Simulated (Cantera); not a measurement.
## Premixed flame

A freely propagating, adiabatic, planar premixed flame of CH4 : CO : O2 : N2 = 1 : 0.13 : 2.06 : 7.76 (molar parts), unburnt at 448 K and 10.0 bar; mixture-averaged transport, grid criteria slope 0.08 and curve 0.16, no radiation.

Cantera simulation using GRI-Mech 3.0 (53 species, 325 reactions); the numbers are that mechanism's predictions, not measurements. Burning velocities carry a grid error of a few per cent, more on coarse grids.

```
z (mm)   T (K)  u (m/s)     x CH4     x CO     x O2    x CH2O    x NO2     x CH3
-------  -----  -------  --------  -------  -------  --------  -------  --------
-0.236     449    0.305    0.0912   0.0119    0.188   2.62e-7    <1e-8     <1e-8
-0.157     454    0.309    0.0907   0.0119    0.187   3.85e-6  3.07e-8   1.50e-8
-0.118     474    0.323    0.0893   0.0121    0.186   2.14e-5  1.55e-7   7.21e-8
-0.0785    586    0.401    0.0825   0.0138    0.177  0.000185  1.06e-6   9.84e-7
-0.0393   1077    0.745    0.0537   0.0232    0.134   0.00118  2.99e-6   8.46e-5
-0.0196   1518     1.05    0.0273   0.0332   0.0896   0.00131  1.14e-6  0.000730
0         1940     1.35   0.00435   0.0396   0.0422  0.000412  9.40e-8   0.00106
0.0196    2117     1.46  0.000100   0.0298   0.0203   2.41e-5  5.72e-8   5.34e-5
0.0393    2190     1.50   1.29e-6   0.0215   0.0141   4.12e-7  6.39e-8   8.53e-7
0.0785    2263     1.55     <1e-8   0.0154  0.00991     <1e-8  6.41e-8     <1e-8
0.157     2318     1.58     <1e-8   0.0115  0.00700     <1e-8  5.90e-8     <1e-8
0.314     2348     1.60     <1e-8  0.00904  0.00528     <1e-8  5.60e-8     <1e-8
0.628     2360     1.60     <1e-8  0.00801  0.00458     <1e-8  6.43e-8     <1e-8
```
x: mole fraction of selected species; z is measured from the peak of heat release.

The laminar burning velocity comes out as 30.4 cm/s, the thermal thickness is 0.0785 mm and the peak x(CH2O) is 0.00143. The peak x(CH3) comes out as 0.00135 and the grid points comes out as 141.
